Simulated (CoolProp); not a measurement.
The fluid at 298.15 K and 0.0161 MPa expands adiabatically to 0.00117 MPa with isentropic efficiency 1. The same conditions are run with several fluids, on thermodynamics alone (safety and materials aside).

Values from CoolProp's reference Helmholtz-energy equation of state of each fluid (tetrahydrofuran: Fiedler 2023; R1336mzz(E): Akasaka 2023; R21: Platzer 1990; R11: Jacobsen 1992; R123: Younglove 1994). The equations of Platzer and Polt are older, rougher fits.

```json
[
 {"fluid": "tetrahydrofuran", "work (kJ/kg)": "?", "final temperature (K)": "?", "final phase": "two-phase, vapour fraction 0.939", "final density (kg/m³)": "0.0440"},
 {"fluid": "R1336mzz(E)", "work (kJ/kg)": "?", "final temperature (K)": "251.5", "final phase": "gas", "final density (kg/m³)": "0.0919"},
 {"fluid": "R21", "work (kJ/kg)": "52.4", "final temperature (K)": "?", "final phase": "two-phase, vapour fraction 0.996", "final density (kg/m³)": "0.0716"},
 {"fluid": "R11", "work (kJ/kg)": "40.9", "final temperature (K)": "221.5", "final phase": "gas", "final density (kg/m³)": "0.0874"},
 {"fluid": "R123", "work (kJ/kg)": "38.0", "final temperature (K)": "237.4", "final phase": "gas", "final density (kg/m³)": "0.0907"}
]
```

### Question
Complete the blanks.

### Answer

- tetrahydrofuran, work (kJ/kg): 78.8
- tetrahydrofuran, final temperature (K): 245.4
- R1336mzz(E), work (kJ/kg): 36.4
- R21, final temperature (K): 203.5
